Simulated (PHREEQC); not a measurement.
**Sulfide liquor: speciation**

Consider water at 20 °C with 0.036 mol NaHS, 0.23 mol HCl and 0.00035 mol MnCl2 per kg of water. Closed to the air; pH follows from the charge balance.

Equilibrium calculation in PHREEQC: ion-association model, wateq4f.dat.

Each row changes one thing in this solution. This is a speciation only: nothing precipitates in the calculation.

```json
[
 {"case": "as made", "pH": "0.81", "ionic strength (mol/kgw)": "0.231", "Mn+2 (mol/kgw)": "0.000269", "MnCl+ (mol/kgw)": "7.69e-5", "MnCl2 (mol/kgw)": "3.77e-6", "HS- (mol/kgw)": "3.46e-8", "SI of Halite (NaCl)": "-3.94", "SI of MnS(Green) (MnS)": "-14.75"},
 {"case": "MnCl2 from 0.00035 to 7e-05 mol/kgw", "pH": "0.81", "ionic strength (mol/kgw)": "0.230", "Mn+2 (mol/kgw)": "5.38e-5", "MnCl+ (mol/kgw)": "1.54e-5", "MnCl2 (mol/kgw)": "7.52e-7", "HS- (mol/kgw)": "3.46e-8", "SI of Halite (NaCl)": "-3.94", "SI of MnS(Green) (MnS)": "?"},
 {"case": "HCl left out", "pH": "9.63", "ionic strength (mol/kgw)": "0.0370", "Mn+2 (mol/kgw)": "0.000334", "MnCl+ (mol/kgw)": "4.92e-7", "MnCl2 (mol/kgw)": "1.05e-10", "HS- (mol/kgw)": "0.0359", "SI of Halite (NaCl)": "-6.32", "SI of MnS(Green) (MnS)": "+0.47"},
 {"case": "diluted 2-fold with water", "pH": "1.10", "ionic strength (mol/kgw)": "0.116", "Mn+2 (mol/kgw)": "0.000148", "MnCl+ (mol/kgw)": "2.62e-5", "MnCl2 (mol/kgw)": "7.53e-7", "HS- (mol/kgw)": "3.02e-8", "SI of Halite (NaCl)": "-4.49", "SI of MnS(Green) (MnS)": "-14.66"},
 {"case": "diluted 5-fold with water", "pH": "1.48", "ionic strength (mol/kgw)": "?", "Mn+2 (mol/kgw)": "6.40e-5", "MnCl+ (mol/kgw)": "5.87e-6", "MnCl2 (mol/kgw)": "7.97e-8", "HS- (mol/kgw)": "2.61e-8", "SI of Halite (NaCl)": "-5.22", "SI of MnS(Green) (MnS)": "-14.56"}
]
```

**Question.** What belongs in the gaps?

**Answer.** 
- MnCl2 from 0.00035 to 7e-05 mol/kgw, SI of MnS(Green) (MnS): -15.45
- diluted 5-fold with water, ionic strength (mol/kgw): 0.0462

Species that the database lacks are ignored. Some of these states are supersaturated (in MnS(Green), Pyrochroite, for instance). The polysulfide entries of wateq4f.dat were taken out for this run.
